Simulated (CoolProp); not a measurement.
100 sccm (0 °C, 1 atm) of nitrogen bubbles through liquid methanol at 300 K and leaves saturated at a total pressure of 0.15 MPa (ideal gas phase). Each further row changes one setting.

Computed with CoolProp (reference Helmholtz-energy equation of state, de Reuck 1993).

```tsv
case	vapour pressure (kPa)	mole fraction of vapour	delivery (mg/min)	delivery (sccm)	change of delivery for a bath 1 K warmer (%)
as stated	18.7	0.125	20.3	14.2	6.0
bath temperature 305 K	24.0	0.160	27.3	19.1	6.1
total pressure 0.3 MPa	18.7	0.0623	9.49	6.64	5.6
```
